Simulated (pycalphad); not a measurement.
## Phase fractions of Mg-94.6Si (at.%)

CALPHAD calculation (pycalphad, COST 507 light-alloy database (1999)), 1 atm. No gas phase is included, though pure Mg would boil below 1650 K. The data set is of 1999 and partly superseded. Phase fractions are per mole of atoms. Kinetics are ignored, which matters at the lower temperatures.

```json
[
 {"T (K)": "1650", "LIQUID": "1.000", "DIAMOND_A4": "-", "MG2SI": "-"},
 {"T (K)": "1600", "LIQUID": "0.485", "DIAMOND_A4": "0.515", "MG2SI": "-"},
 {"T (K)": "1550", "LIQUID": "0.315", "DIAMOND_A4": "0.685", "MG2SI": "-"},
 {"T (K)": "1500", "LIQUID": "0.227", "DIAMOND_A4": "0.773", "MG2SI": "-"},
 {"T (K)": "1450", "LIQUID": "0.179", "DIAMOND_A4": "0.821", "MG2SI": "-"},
 {"T (K)": "1400", "LIQUID": "0.154", "DIAMOND_A4": "0.846", "MG2SI": "-"},
 {"T (K)": "1350", "LIQUID": "0.139", "DIAMOND_A4": "0.861", "MG2SI": "-"},
 {"T (K)": "1300", "LIQUID": "0.129", "DIAMOND_A4": "0.871", "MG2SI": "-"},
 {"T (K)": "1250", "LIQUID": "0.122", "DIAMOND_A4": "0.878", "MG2SI": "-"},
 {"T (K)": "1200", "LIQUID": "-", "DIAMOND_A4": "0.919", "MG2SI": "0.081"},
 {"T (K)": "1150", "LIQUID": "-", "DIAMOND_A4": "0.919", "MG2SI": "0.081"},
 {"T (K)": "1100", "LIQUID": "-", "DIAMOND_A4": "0.919", "MG2SI": "0.081"},
 {"T (K)": "1050", "LIQUID": "-", "DIAMOND_A4": "0.919", "MG2SI": "0.081"},
 {"T (K)": "1000", "LIQUID": "-", "DIAMOND_A4": "0.919", "MG2SI": "0.081"},
 {"T (K)": "950", "LIQUID": "-", "DIAMOND_A4": "0.919", "MG2SI": "0.081"},
 {"T (K)": "900", "LIQUID": "-", "DIAMOND_A4": "0.919", "MG2SI": "0.081"},
 {"T (K)": "850", "LIQUID": "-", "DIAMOND_A4": "0.919", "MG2SI": "0.081"},
 {"T (K)": "800", "LIQUID": "-", "DIAMOND_A4": "0.919", "MG2SI": "0.081"},
 {"T (K)": "750", "LIQUID": "-", "DIAMOND_A4": "0.919", "MG2SI": "0.081"},
 {"T (K)": "700", "LIQUID": "-", "DIAMOND_A4": "0.919", "MG2SI": "0.081"},
 {"T (K)": "650", "LIQUID": "-", "DIAMOND_A4": "0.919", "MG2SI": "0.081"},
 {"T (K)": "600", "LIQUID": "-", "DIAMOND_A4": "0.919", "MG2SI": "0.081"},
 {"T (K)": "550", "LIQUID": "-", "DIAMOND_A4": "0.919", "MG2SI": "0.081"},
 {"T (K)": "500", "LIQUID": "-", "DIAMOND_A4": "0.919", "MG2SI": "0.081"},
 {"T (K)": "450", "LIQUID": "-", "DIAMOND_A4": "0.919", "MG2SI": "0.081"},
 {"T (K)": "400", "LIQUID": "-", "DIAMOND_A4": "0.919", "MG2SI": "0.081"},
 {"T (K)": "350", "LIQUID": "-", "DIAMOND_A4": "0.919", "MG2SI": "0.081"}
]
```

Database names, with the compositions (at.%) that they take in these runs: MG2SI: Mg 67 Si 33. DIAMOND_A4 is diamond (Si).
